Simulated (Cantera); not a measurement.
An isothermal, constant-pressure homogeneous reactor starts with CO : O2 : H2O : N2 = 0.0019 : 0.0021 : 0.00027 : 1 (molar parts), equivalence ratio 0.45, at 1300 K and 0.632 atm.

Model: GRI-Mech 3.0 (53 species, 325 reactions), integrated in Cantera.

One state of this run: x CO = 2.26e-5; x O2 = 0.00115; x H2O = 0.000266; x H2 = 5.77e-7; x H = 5.38e-7. x: mole fraction; the columns are a selection and need not sum to one.

Question: Which value of t (s) does it belong to?
(A) 1.11e-5
(B) 0.0287
(C) 0.394
(D) 3.00e-6

Answer: C, 0.394
